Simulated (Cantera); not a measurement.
An adiabatic, constant-volume homogeneous reactor starts with CH₄ : H₂ : O₂ : N₂ : H₂O = 1 : 0.15 : 3.46 : 12.8 : 1.2 (molar parts), at 1650 K and 2.70 bar. Integrator tolerance rtol = 1e-08.

Computed with Cantera and GRI-Mech 3.0 (53 species, 325 reactions).

| quantity | before | after |
|---|---|---|
| time of steepest temperature rise | 82.1 µs | 47.6 µs |
| temperature at 0.500 s | 2737 K | 2772 K |
| equilibrium temperature | 2737 K | 2772 K |
| x(CH₄) at 0.500 s | <1e-12 (gas-phase equilibrium <1e-12) | <1e-12 (gas-phase equilibrium <1e-12) |
| x(H₂) at 0.500 s | 0.00510 (gas-phase equilibrium 0.00510) | 0.00424 (gas-phase equilibrium 0.00424) |
| x(O₂) at 0.500 s | 0.0654 (gas-phase equilibrium 0.0654) | 0.0647 (gas-phase equilibrium 0.0647) |
| x(HCO) at 0.500 s | 9.62e-9 (gas-phase equilibrium 9.62e-9) | 1.15e-8 (gas-phase equilibrium 1.15e-8) |
| x(OH) at 0.500 s | 0.0186 (gas-phase equilibrium 0.0186) | 0.0172 (gas-phase equilibrium 0.0172) |
| x(C₂H₆) at 0.500 s | <1e-12 (gas-phase equilibrium <1e-12) | <1e-12 (gas-phase equilibrium <1e-12) |
| x(O) at 0.500 s | 0.00509 (gas-phase equilibrium 0.00509) | 0.00415 (gas-phase equilibrium 0.00415) |

### Question
Name the change that produced these shifts.
(A) H2O 1.2 to 2.6 parts
(B) pressure from 2.70 bar to 1.00 bar
(C) initial temperature 1650 to 1500 K
(D) pressure from 2.70 bar to 5.30 bar

### Answer
D, pressure from 2.70 bar to 5.30 bar
